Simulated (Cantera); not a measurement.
Cantera run, input and output.

```python
import numpy as np
import cantera as ct

gas = ct.Solution("gri30.yaml")
gas.TPX = 1100, 7900, {'N2O': 1, 'H2O': 0.047}
inlet = ct.Reservoir(gas, clone=True)

reactor = ct.IdealGasConstPressureReactor(gas, energy="off", clone=False)
exhaust = ct.Reservoir(gas, clone=True)
tau = [19, 5.4, 1.5, 0.44, 0.13, 0.036, 0.01, 0.003, 0.00085][0]
for a, b in ((inlet, reactor), (reactor, exhaust)):
    ct.MassFlowController(a, b, mdot=lambda t: reactor.mass / tau)
net = ct.ReactorNet([reactor])
show = ['N2O', 'H2O', 'N2', 'NO2', 'NO', 'HO2']

rows = []
print(f"{'tau/s':>10s}{'T/K':>9s}" + "".join(f"{s:>11s}" for s in show))
for tau in [19, 5.4, 1.5, 0.44, 0.13, 0.036, 0.01, 0.003, 0.00085]:
    net.initial_time = 0.0
    net.advance(30 * tau)
    before = gas.X
    net.advance(40 * tau)
    drift = np.max(np.abs(gas.X - before) / (gas.X + 1e-9))
    rows.append([gas.T, *gas[show].X, drift])
    print(f"{tau:10.3e}{gas.T:9.1f}" + "".join(f"{x:11.3e}" for x in gas[show].X))
```

It prints:

```
     tau/s      T/K        N2O        H2O         N2        NO2         NO        HO2
 1.900e+01   1100.0  7.908e-01  4.240e-02  1.083e-01  4.538e-04  5.596e-03  1.548e-07
 5.400e+00   1100.0  9.012e-01  4.407e-02  3.558e-02  3.736e-04  1.701e-03  4.062e-07
 1.500e+00   1100.0  9.394e-01  4.465e-02  1.041e-02  2.021e-04  4.405e-04  8.509e-07
 4.400e-01   1100.0  9.504e-01  4.482e-02  3.102e-03  7.367e-05  1.264e-04  1.379e-06
 1.300e-01   1100.0  9.537e-01  4.487e-02  9.153e-04  1.733e-05  4.320e-05  1.838e-06
 3.600e-02   1100.0  9.547e-01  4.488e-02  2.508e-04  2.035e-06  1.480e-05  1.822e-06
 1.000e-02   1100.0  9.550e-01  4.489e-02  6.869e-05  8.422e-08  4.569e-06  8.272e-07
 3.000e-03   1100.0  9.551e-01  4.489e-02  2.019e-05  1.414e-09  1.362e-06  1.524e-07
 8.500e-04   1100.0  9.551e-01  4.489e-02  5.473e-06  1.034e-11  3.548e-07  1.436e-08
```

Detailed kinetics in Cantera: GRI-Mech 3.0 (53 species, 325 reactions). GRI-Mech 3.0 was tuned for natural gas; its chemistry of N2O as a main component is partial and can be far from experiment. The mechanism lacks the step 2 NO + O2 → 2 NO2, which can matter for NO2 below about 1400 K. The temperature is held fixed by assumption; the heat of reaction is taken as removed at once.
